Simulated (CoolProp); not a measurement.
Vapour-liquid equilibrium of dimethyl ether (1) + 1-butene (2) at 4.46 bar; x and y are mole fractions of (1).

Model: multi-fluid Helmholtz-energy mixture model, Wu 2011 and Lemmon 2005; pair parameters Bell 2016, in CoolProp.

```tsv
x	bubble temperature, mixture model (°C)	bubble temperature, Raoult's law (°C)	y, mixture model	y, Raoult's law
0.05	36.7	37.4	0.101	0.093
0.15	32.7	34.3	0.271	0.257
0.25	29.3	31.4	0.406	0.396
0.35	26.5	28.8	0.516	0.515
0.45	24.1	26.3	0.609	0.619
0.55	22.0	24.1	0.690	0.709
0.65	20.3	22.0	0.763	0.787
0.75	18.7	20.0	0.832	0.857
0.85	17.4	18.2	0.898	0.919
0.95	16.2	16.4	0.965	0.975
```

The largest gap from Raoult's law is -2.3 K in bubble temperature, at x = 0.35. No azeotrope shows between x = 0.05 and 0.95.

The pair parameters rest on a limited set of measurements; away from them the model extrapolates.
